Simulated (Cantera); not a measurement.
Input: 1 mol C3H8, 2.4 mol CO2, 0.7 mol H2, at 1075 °C and 0.930 bar.

Cantera equilibrium calculation (NASA polynomials, part measured and part estimated; ideal gas, pure solids and liquids). Candidate condensed phases: C, C6H6, C7H8, C8H18, H2O; 110 gas species. The numbers say what is thermodynamically allowed, not how fast it happens.

Base state: CO 0.504, H2 0.492, H2O 0.00135, CH4 0.00131, CO2 0.000704 (mole fractions); condensed: C(graphite).

**Question.** What changes in the equilibrium state with this change: CO2 from 2.4 to 5.3 mol?

**Answer.** 
```
species             before    after
----------------  --------  -------
CO                   0.504    0.549
H2                   0.492    0.274
CO2               0.000704   0.0895
H2O                0.00135   0.0874
CH4                0.00131  3.80e-6
C(graphite), mol     0.607        0
```
